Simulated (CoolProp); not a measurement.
Model: reference Helmholtz-energy equation of state, Thol 2019, in CoolProp.

Problem. For decamethylcyclopentasiloxane (D5), give the phase and the density (kg/m³), cp (kJ/(kg K)) at 346.85 °C and 16.2 bar; 346.85 °C and 21.6 bar; 346.85 °C and 48.5 bar.

Solution. 
- 346.85 °C and 16.2 bar: supercritical; density 496, cp 2.43
- 346.85 °C and 21.6 bar: supercritical; density 530, cp 2.31
- 346.85 °C and 48.5 bar: supercritical; density 602, cp 2.19
